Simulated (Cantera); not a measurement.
A Cantera script and what it prints.

```python
import numpy as np
import cantera as ct

gas_names = """
    CL CLO CL2 Mg MgCL MgCL2 MgO Mg2 O O2 O3 Si SiCL SiCL2 SiCL3 SiCL4 SiO SiO2 Si2 Si3
""".split()
cond_names = """
    Mg(cr) Mg(L) MgCL2(s) MgCL2(L) MgO(s) MgO(L) MgSiO3(I) MgSiO3(II) MgSiO3(III) MgSiO3(L) Mg2SiO4(s)
    Mg2SiO4(L) Si(cr) Si(L) SiO2(Lqz) SiO2(hqz) SiO2(L)
""".split()


# ... load() reads the species with a 1 bar reference pressure and builds the phases ...
atoms = {
    'MgO': {'Mg': 1, 'O': 1},
    'SiCl4': {'Si': 1, 'CL': 4},
    'O2': {'O': 2},
}
top_T = {}  # K; cautious upper limits of use, not melting points


# ... equilibrate(T, P, feed) seeds the gas with the atoms and calls Mixture.equilibrate('TP', solver="vcs", rtol=1e-11, max_steps=5000) ...
results = []
feed = {'MgO': 1, 'SiCl4': 1.1, 'O2': 3}  # mol
P = 2.1  # Pa
for T in [648, 723, 798, 873, 948, 1023, 1098]:
    mix = equilibrate(T, P, feed)
    results.append((T, P, feed, dict(zip(mix.species_names, mix.species_moles))))

top = {s: max(r[3][s] / sum(r[3][g] for g in gas_names) for r in results) for s in gas_names}
cols = sorted((s for s in top if top[s] > 0.001), key=lambda s: -top[s])[:9]
seen = [c for c in cond_names if any(r[3].get(c, 0) > 1e-12 for r in results)]
print("log10 of partial pressures in bar; condensed amounts in mol")
print(f"{'T/K':>10s}" + "".join(f"{s[:9]:>10s}" for s in cols + seen))
for T, P, feed, n in results:
    ng = sum(n[g] for g in gas_names)
    print(f"{T:10.4g}" + "".join(f"{np.log10(max(n[s] / ng * P / 1e5, 1e-99)):10.3f}" for s in cols)
          + "".join(f"{n.get(c, 0):10.4g}" for c in seen))
```

It prints:

```
log10 of partial pressures in bar; condensed amounts in mol
       T/K       CL2        O2        CL     MgCL2 MgSiO3(I) MgSiO3(II SiO2(Lqz) SiO2(hqz)
       648    -4.948    -5.012    -9.391   -15.458         1         0       0.1         0
       723    -4.948    -5.012    -8.361   -13.411         1         0       0.1         0
       798    -4.949    -5.012    -7.524   -11.750         1         0       0.1         0
       873    -4.953    -5.013    -6.830   -10.375         1         0         0       0.1
       948    -4.965    -5.018    -6.249    -9.229         0    0.9999         0    0.1001
      1023    -5.002    -5.030    -5.766    -8.277         0    0.9989         0    0.1011
      1098    -5.096    -5.057    -5.378    -7.511         0    0.9933         0    0.1067
```

These are equilibrium values from Cantera (NASA tables, ideal gas, pure condensed phases), not measurements of a reactor. Mutual solubility and eutectic melting of coexisting phases are not modelled. Condensed phases not in the tables: alloys, solid solutions and most ternary compounds.
